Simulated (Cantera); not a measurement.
# Premixed flame

A freely propagating, adiabatic, planar premixed flame of H2 : O2 : N2 = 1 : 0.179 : 0.671 (molar parts), equivalence ratio 2.8, unburnt at 423 K and 100.0 Torr; mixture-averaged transport, grid criteria slope 0.08 and curve 0.16, no radiation.

Computed with Cantera and the H2/O2 subset of GRI-Mech 3.0, which has no nitrogen chemistry. Burning velocities carry a grid error of a few per cent, more on coarse grids.

```tsv
z (mm)	T (K)	u (m/s)	x H2	x O2	x O	x H	x H2O	x H2O2
-17.8	423	3.50	0.541	0.0968	<1e-8	<1e-8	<1e-8	<1e-8
-11.9	423	3.50	0.541	0.0968	<1e-8	<1e-8	<1e-8	<1e-8
-8.89	423	3.50	0.541	0.0968	<1e-8	<1e-8	<1e-8	<1e-8
-5.93	423	3.50	0.541	0.0968	<1e-8	<1e-8	2.45e-8	<1e-8
-2.96	444	3.66	0.538	0.0966	9.21e-6	0.000247	0.000980	3.85e-6
-1.48	654	5.28	0.509	0.0906	0.000135	0.00978	0.0186	2.62e-6
0	1010	7.95	0.406	0.0550	0.00175	0.0592	0.0967	8.30e-8
1.48	1224	9.63	0.326	0.00757	0.000961	0.0952	0.188	3.20e-8
2.96	1303	10.2	0.320	0.000648	0.000290	0.0935	0.202	1.93e-8
5.93	1389	10.8	0.327	7.39e-5	0.000228	0.0827	0.204	2.11e-8
11.9	1485	11.5	0.336	5.82e-5	0.000205	0.0690	0.206	2.11e-8
23.7	1585	12.2	0.346	4.36e-5	0.000159	0.0543	0.207	1.70e-8
47.4	1679	12.8	0.356	2.77e-5	0.000104	0.0401	0.209	1.09e-8
```
x: mole fraction of selected species; z is measured from the peak of heat release.

| Quantity | Value |
|---|---|
| laminar burning velocity | 350 cm/s |
| thermal thickness | 5.93 mm |
| peak x(O) | 0.00201 |
| peak x(H) | 0.0963 |
| peak x(H2O2) | 6.01e-6 |
| grid points | 141 |
